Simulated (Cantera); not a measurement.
An isothermal, constant-pressure homogeneous reactor starts with CH4 : O2 : N2 = 0.013 : 0.0028 : 1 (molar parts), at 1123 K and 9.87 atm.

Cantera simulation using GRI-Mech 3.0 (53 species, 325 reactions); the numbers are that mechanism's predictions, not measurements. GRI-Mech 3.0 stops at C3 and has no aromatics, soot or wall deposition, so with more carbon than oxygen in the feed, carbon stays in small species such as C2H2 where larger ones or solid carbon would form.

Task: Predict: x(CH4) at 40.0 s; x(O2) at 40.0 s.

Result: 
- x(CH4) at 40.0 s: 0.00969 (gas-phase equilibrium 0.00638)
- x(O2) at 40.0 s: 7.24e-6 (gas-phase equilibrium <1e-12)
